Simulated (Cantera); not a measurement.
A Cantera script and what it prints.

```python
import numpy as np
import cantera as ct

gas_names = [...]  # 151 gases of nasa_gas.yaml made of C, H, N, O, Si
cond_names = """
    C(gr) C6H6(L) C7H8(L) C8H18(L),n-octa H2O(s) H2O(L) Si(cr) Si(L) SiC(b) SiO2(Lqz) SiO2(hqz) SiO2(L)
    Si2N2O(s) Si3N4(a)
""".split()


# ... load() reads the species with a 1 bar reference pressure and builds the phases ...
atoms = {
    'SiC': {'Si': 1, 'C': 1},
    'O2': {'O': 2},
    'H2': {'H': 2},
    'N2O': {'N': 2, 'O': 1},
}
top_T = {'C(gr)': 4500, 'SiC(b)': 3050, 'Si2N2O(s)': 2100, 'Si3N4(a)': 2400}  # K; cautious upper limits of use, not melting points


# ... equilibrate(T, P, feed) seeds the gas with the atoms and calls Mixture.equilibrate('TP', solver="vcs", rtol=1e-11, max_steps=5000) ...
results = []
feed = {'SiC': 1, 'O2': 0.52, 'H2': 11, 'N2O': 0.15}  # mol
P = 1000  # Pa
for T in [1125, 1175, 1225, 1275, 1325, 1375, 1425, 1475, 1525, 1575]:
    mix = equilibrate(T, P, feed)
    results.append((T, P, feed, dict(zip(mix.species_names, mix.species_moles))))
    x = sorted(zip(gas.X, gas.species_names), reverse=True)
    print(f"T = {T:g} K  P = {P:g} Pa  gas = {mix.phase_moles(0):.4g} mol")
    print("   x: " + "  ".join(f"{s} {v:.3e}" for v, s in x if v > 1e-06))
    print("   condensed (mol): " + ("  ".join(f"{mix.phase(i).name} {mix.phase_moles(i):.4g}"
          for i in range(1, mix.n_phases) if mix.phase_moles(i) > 1e-12) or "none"))
```

Output:

```
T = 1125 K  P = 1000 Pa  gas = 11 mol
   x: H2 9.990e-01  CO 7.213e-04  CH4 2.879e-04
   condensed (mol): C(gr) 0.8049  SiC(b) 0.184  SiO2(hqz) 0.516  Si2N2O(s) 0.15
T = 1175 K  P = 1000 Pa  gas = 11.03 mol
   x: H2 9.969e-01  CO 2.858e-03  CH4 1.903e-04  N2 3.119e-06  H 1.224e-06
   condensed (mol): C(gr) 0.7706  SiC(b) 0.1958  SiO2(hqz) 0.5042  Si2N2O(s) 0.15
T = 1225 K  P = 1000 Pa  gas = 11.11 mol
   x: H2 9.897e-01  CO 1.010e-02  CH4 1.286e-04  N2 1.503e-05  SiO 4.801e-06  H 3.101e-06  H2O 1.965e-06
   condensed (mol): C(gr) 0.65  SiC(b) 0.2364  SiO2(hqz) 0.4639  Si2N2O(s) 0.1498
T = 1275 K  P = 1000 Pa  gas = 11.37 mol
   x: H2 9.676e-01  CO 3.226e-02  CH4 8.677e-05  N2 6.390e-05  SiO 2.079e-05  H 7.251e-06  H2O 3.640e-06  HCN 1.280e-06
   condensed (mol): C(gr) 0.2679  SiC(b) 0.3644  SiO2(hqz) 0.3369  Si2N2O(s) 0.1493
T = 1325 K  P = 1000 Pa  gas = 11.55 mol
   x: H2 9.525e-01  CO 4.722e-02  N2 1.218e-04  SiO 1.012e-04  CH4 3.843e-05  H 1.596e-05  H2O 5.130e-06  HCN 1.772e-06
   condensed (mol): SiC(b) 0.4542  SiO2(hqz) 0.2474  Si2N2O(s) 0.1486
T = 1375 K  P = 1000 Pa  gas = 11.55 mol
   x: H2 9.520e-01  CO 4.731e-02  SiO 4.923e-04  N2 1.557e-04  H 3.343e-05  CH4 1.471e-05  H2O 6.356e-06  HCN 1.602e-06
   condensed (mol): SiC(b) 0.4532  SiO2(hqz) 0.2447  Si2N2O(s) 0.1482
T = 1425 K  P = 1000 Pa  gas = 11.58 mol
   x: H2 9.499e-01  CO 4.771e-02  SiO 2.132e-03  N2 1.971e-04  H 6.648e-05  H2O 7.757e-06  CH4 6.033e-06  HCN 1.471e-06
   condensed (mol): SiC(b) 0.4474  SiO2(hqz) 0.2325  Si2N2O(s) 0.1477
T = 1475 K  P = 1000 Pa  gas = 11.68 mol
   x: H2 9.420e-01  CO 4.932e-02  SiO 8.273e-03  N2 2.517e-04  H 1.259e-04  H2O 9.353e-06  CH4 2.644e-06  HCN 1.394e-06
   condensed (mol): SiC(b) 0.4241  SiO2(hqz) 0.1852  Si2N2O(s) 0.1471
T = 1525 K  P = 1000 Pa  gas = 12.01 mol
   x: H2 9.161e-01  CO 5.472e-02  SiO 2.859e-02  N2 3.401e-04  H 2.264e-04  H2O 1.118e-05  HCN 1.431e-06  CH4 1.235e-06
   condensed (mol): SiC(b) 0.343  SiO2(hqz) 0.0219  Si2N2O(s) 0.1459
T = 1575 K  P = 1000 Pa  gas = 12.09 mol
   x: H2 9.097e-01  CO 5.445e-02  SiO 3.349e-02  N2 1.922e-03  H 3.964e-04  H2O 7.757e-06  HCN 4.794e-06
   condensed (mol): SiC(b) 0.3416  Si2N2O(s) 0.1267
```

These are equilibrium values from Cantera (NASA tables, ideal gas, pure condensed phases), not measurements of a reactor. Mutual solubility and eutectic melting of coexisting phases are not modelled. The tables hold silica as quartz up to 1696 K and as liquid above; real silica turns to tridymite and cristobalite and melts near 1996 K.
